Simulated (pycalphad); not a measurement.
An equivalent pycalphad script:

```python
from pycalphad import Database, equilibrium, calculate, variables as v
import numpy as np
db = Database('COST507.tdb')
comps = ['SI', 'CU', 'VA']
phases = ['BCC_A2', 'CU19SI6_ETA', 'CU33SI7_DELTA', 'CU4SI_EPSILON', 'CU56SI11_GAMMA', 'DIAMOND_A4', 'FCC_A1', 'HCP_A3', 'LIQUID']
eq = equilibrium(db, comps, phases, {v.X('CU'): 0.057, v.T: np.arange(1850, 499, -75), v.P: 101325, v.N: 1}, output=['HM', 'SM'])
```

Computed with pycalphad from the COST 507 light-alloy database (1999), at 1 atm. These are 1990s assessments: newer ones move some temperatures and phases. Amounts are mole fractions of atoms. Kinetics are ignored, which matters at the lower temperatures.

Results at three of the temperatures:

```
T = 1775.00 K, P = 101325 Pa, N = 1 mol of atoms
G = -82273 J/mol, H = 85666 J/mol, S = 94.61 J/(mol K)  (SER reference)
chemical potentials (J/mol): Si -77266, Cu -165104
phase             fraction      x(Si)      x(Cu)
LIQUID              1.0000     0.9430     0.0570
```

```
T = 800.00 K, P = 101325 Pa, N = 1 mol of atoms
G = -22446 J/mol, H = 12032 J/mol, S = 43.10 J/(mol K)  (SER reference)
chemical potentials (J/mol): Si -21475, Cu -38494
phase             fraction      x(Si)      x(Cu)
DIAMOND_A4          0.9250     1.0000       none
CU19SI6_ETA         0.0750     0.2400     0.7600
```

```
T = 650.00 K, P = 101325 Pa, N = 1 mol of atoms
G = -16360 J/mol, H = 8271 J/mol, S = 37.89 J/(mol K)  (SER reference)
chemical potentials (J/mol): Si -15618, Cu -28627
phase             fraction      x(Si)      x(Cu)
DIAMOND_A4          0.9250     1.0000       none
CU19SI6_ETA         0.0750     0.2400     0.7600
```

Changes of the phase set, refined by bisection:

| T (K) | phases above | phases below |
|---|---|---|
| 1657.4 | LIQUID | DIAMOND_A4 + LIQUID |
| 1073.7 | DIAMOND_A4 + LIQUID | CU19SI6_ETA + DIAMOND_A4 |

Database names, with the compositions (at.%) that they take in these runs: CU19SI6_ETA: Cu 76 Si 24. DIAMOND_A4 is diamond (Si). An entry "none" or "no" means that the model of the phase leaves that element out. The hcp model here describes the intermediate κ phase of Cu-Si.
